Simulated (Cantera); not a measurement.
Input: 1 mol S, a varied amount of H2, equilibrated at 1050 K and 1000 Pa.

These are equilibrium values from Cantera (NASA tables, ideal gas, pure condensed phases), not measurements of a reactor. Candidate condensed phases: S; 7 gas species. Gases not in the tables: S3 to S7. The numbers say what is thermodynamically allowed, not how fast it happens.

### Question
At 0.61 mol H2, list the 4 most abundant gas species with their mole fractions, and the condensed phases.

### Answer
H2S 0.576, S2 0.292, H2 0.131, SH 0.000246. Condensed: gas only.
